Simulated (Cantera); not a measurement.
Feed: 1 mol SiCl₄, 0.0062 mol C₂H₂, 160 mol H₂, equilibrated at 1800 Pa.

Method: chemical equilibrium by Gibbs-energy minimisation in Cantera with the NASA 1993 tables (ideal gas, pure condensed phases). Candidate condensed phases: C, C₆H₆, C₇H₈, C₈H₁₈, Si, SiC; 109 gas species. Mutual solubility and eutectic melting of coexisting phases are not modelled. The tables' values for SiCl are old estimates; treat these amounts as uncertain. Gases not in the tables: Si₂H₆ and higher silanes. Equilibrium is a limit: real reactors are often held back by kinetics, nucleation or transport.

Question: At 1723 K, list the 6 most abundant gas species with their mole fractions, and the condensed phases.

Answer: H₂ 0.976, HCl 0.0214, SiCl₂ 0.00162, H 0.00134, Si 5.46e-5, Cl 2.28e-5. Condensed: Si(l) + SiC(s).
